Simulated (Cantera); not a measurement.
A Cantera script and what it prints.

```python
import numpy as np
import cantera as ct

gas_names = """
    O H2
""".split()
cond_names = """
    BaO(s) BaO(L) BaO2H2(s) BaO2H2(L)
""".split()


# ... load() reads the species with a 1 bar reference pressure and builds the phases ...
species = {s.name: s for s in load("nasa_gas.yaml", gas_names) + load("nasa_condensed.yaml", cond_names)}
# Each term lists the table entries of one substance; the one whose range holds T is used.
reactions = {
    'BaO + O(g) + H2(g) = Ba(OH)2':
        [(-1, ['BaO(s)', 'BaO(L)']), (-1, ['O']), (-1, ['H2']), (1, ['BaO2H2(s)', 'BaO2H2(L)'])],
}


def pick(names, T):
    return next(species[n] for n in names if species[n].thermo.min_temp <= T <= species[n].thermo.max_temp)


results = []
for label, terms in reactions.items():
    print(label)
    print("     T/K   dH/kJ  dS/(J/K)   dG/kJ   log10 K")
    for T in [675, 775, 875, 975, 1075, 1175, 1275, 1375, 1475]:
        used = [(nu, pick(names, T)) for nu, names in terms]
        dH = sum(nu * s.thermo.h(T) for nu, s in used) / 1e6
        dS = sum(nu * s.thermo.s(T) for nu, s in used) / 1e3
        dG = dH - T * dS / 1e3
        logK = -dG * 1e6 / (ct.gas_constant * T * np.log(10))
        results.append((label, T, dH, dS, dG, logK, [s.name for _, s in used]))
        print(f"{T:8g} {dH:8.1f} {dS:8.1f} {dG:8.1f} {logK:8.2f}")
```

Result:

```
BaO + O(g) + H2(g) = Ba(OH)2
     T/K   dH/kJ  dS/(J/K)   dG/kJ   log10 K
     675   -641.8   -245.5   -476.1    36.84
     775   -621.6   -216.2   -454.1    30.60
     875   -618.1   -211.9   -432.7    25.83
     975   -614.7   -208.3   -411.6    22.05
    1075   -611.5   -205.1   -391.0    19.00
    1175   -608.4   -202.4   -370.6    16.47
    1275   -605.4   -199.9   -350.5    14.36
    1375   -602.5   -197.7   -330.6    12.56
    1475   -599.7   -195.8   -310.9    11.01
```

Cantera with NASA thermochemical tables; ideal gases at 1 bar, condensed phases pure. Condensed species are held in their standard states even where they would react or evaporate.
